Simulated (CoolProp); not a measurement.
The numbers come from the reference Helmholtz-energy equation of state, Lemmon 2006 in CoolProp. It is a short technical equation, of lower accuracy than the large ones.

Give the vapour pressure (kPa), liquid density (kg/m³), vapour density (kg/m³), surface tension (mN/m) of saturated carbon monoxide at 94, 107.1 K.


| T (K) | p (kPa) | liquid density (kg/m³) | vapour density (kg/m³) | surface tension (mN/m) |
|---|---|---|---|---|
| 94 | 339 | 736 | 13.5 | 6.93 |
| 107.1 | 889 | 665 | 34.6 | 4.32 |

Surface tension comes from a separate correlation (Mulero 2012).
